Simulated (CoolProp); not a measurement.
R113 along the isotherm 500 K: fugacity coefficient from the reference equation and from simpler models built on Tc = 487.2 K, pc = 3392 kPa, ω = 0.253; each cubic takes its own stable root.

Values from CoolProp's reference Helmholtz-energy equation of state, Marx 1992.

```
p (kPa)          phase  reference
-------  -------------  ---------
53.6               gas     0.9951
83.5               gas     0.9924
130                gas     0.9882
202                gas     0.9817
315                gas     0.9715
491                gas     0.9557
764                gas     0.9313
1190               gas     0.8936
1850               gas     0.8357
2890               gas     0.7447
4490     supercritical     0.5897
7000     supercritical     0.4294
10900    supercritical     0.3277
17000    supercritical     0.2693
```

### Question
How far does each simpler model (van der Waals, Redlich-Kwong, Peng-Robinson) lie from the reference over these 14 states: mean and median of the absolute difference, and the worst?

### Answer
- van der Waals: mean 4.1 %, median 0.9 %, worst +24.7 % at 500 K and 17000 kPa
- Redlich-Kwong: mean 0.9 %, median 0.2 %, worst +5.3 % at 500 K and 17000 kPa
- Peng-Robinson: mean 1.4 %, median 1.1 %, worst -3.2 % at 500 K and 4490 kPa
